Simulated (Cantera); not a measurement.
A Cantera script and its output.

```python
import numpy as np
import cantera as ct

gas = ct.Solution("gri30.yaml", transport_model="mixture-averaged")
show = ['CO2', 'O', 'NH3']

rows = []
print(f"{'T/K':>7s}{'rho':>11s}{'cp':>10s}{'mu':>11s}{'lambda':>11s}{'Pr':>7s}" + "".join(f"{'D_' + s:>11s}" for s in show))
for T in [400, 550, 700, 850, 1000, 1150, 1300, 1450, 1600]:
    gas.TPX = T, 6800, {'NO': 0.71}
    Pr = gas.cp_mass * gas.viscosity / gas.thermal_conductivity
    D = [gas.mix_diff_coeffs_mole[gas.species_index(s)] for s in show]
    rows.append([gas.density, gas.cp_mass, gas.viscosity, gas.thermal_conductivity, Pr, *D])
    print(f"{T:7g}{gas.density:11.4e}{gas.cp_mass:10.1f}{gas.viscosity:11.4e}"
          f"{gas.thermal_conductivity:11.4e}{Pr:7.3f}" + "".join(f"{d:11.4e}" for d in D))
print("SI units: kg/m3, J/kg/K, Pa s, W/m/K, m2/s")
```

Result:

```
    T/K        rho        cp         mu     lambda     Pr      D_CO2        D_O      D_NH3
    400 6.1351e-02     998.6 2.3120e-05 3.2415e-02  0.712 3.8886e-04 7.8549e-04 5.6237e-04
    550 4.4619e-02    1028.1 2.8863e-05 4.1984e-02  0.707 6.8254e-04 1.3503e-03 1.0099e-03
    700 3.5058e-02    1067.4 3.3953e-05 5.1279e-02  0.707 1.0356e-03 2.0259e-03 1.5534e-03
    850 2.8871e-02    1103.5 3.8609e-05 6.0168e-02  0.708 1.4424e-03 2.8030e-03 2.1829e-03
   1000 2.4540e-02    1132.7 4.2948e-05 6.8643e-02  0.709 1.8992e-03 3.6747e-03 2.8913e-03
   1150 2.1340e-02    1153.1 4.7043e-05 7.6728e-02  0.707 2.4028e-03 4.6360e-03 3.6733e-03
   1300 1.8877e-02    1170.7 5.0942e-05 8.4459e-02  0.706 2.9509e-03 5.6826e-03 4.5250e-03
   1450 1.6924e-02    1185.8 5.4678e-05 9.1868e-02  0.706 3.5417e-03 6.8109e-03 5.4429e-03
   1600 1.5338e-02    1198.6 5.8275e-05 9.8988e-02  0.706 4.1735e-03 8.0180e-03 6.4245e-03
SI units: kg/m3, J/kg/K, Pa s, W/m/K, m2/s
```

Computed with Cantera and GRI-Mech 3.0 (53 species, 325 reactions). The composition is frozen, though it would react at the higher temperatures.
